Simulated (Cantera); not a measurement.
**Catalytic combustion on Pt**

An isothermal plug-flow reactor at 950 K and 220000 Pa (inlet), inlet velocity 2.5 m/s, active area per volume 5000 1/m; feed H₂ : O₂ : N₂ : H₂O = 0.013 : 0.02 : 0.79 : 0.067 (molar parts), equivalence ratio 0.32.

Detailed kinetics in Cantera: Deutschmann's 1995 Pt surface mechanism with GRI-Mech 3.0 gas chemistry. Catalytic surfaces can have several steady states; this one follows from the mechanism file's or the stated starting coverage. Mass transfer to the wall is taken as infinitely fast.

| z (m) | x H₂ | x O₂ | x H₂O | θ free Pt | θ O* | θ OH* |
|---|---|---|---|---|---|---|
| 4.3e-05 | 0.00229 | 0.0164 | 0.0882 | 0.321 | 0.668 | 0.0111 |
| 8.3e-05 | 0.00103 | 0.0158 | 0.0895 | 0.235 | 0.754 | 0.0101 |
| 0.00016 | 0.000298 | 0.0154 | 0.0902 | 0.203 | 0.787 | 0.00965 |
| 0.00031 | 3.26e-5 | 0.0153 | 0.0905 | 0.194 | 0.797 | 0.00949 |
| 0.00059 | 5.67e-7 | 0.0153 | 0.0905 | 0.193 | 0.798 | 0.00947 |
| 0.0011 | 5.81e-10 | 0.0153 | 0.0905 | 0.193 | 0.798 | 0.00947 |
| 0.0022 | 2.23e-10 | 0.0153 | 0.0905 | 0.193 | 0.798 | 0.00947 |
| 0.0043 | 2.23e-10 | 0.0153 | 0.0905 | 0.193 | 0.798 | 0.00947 |
x: gas mole fraction; θ: surface coverage.
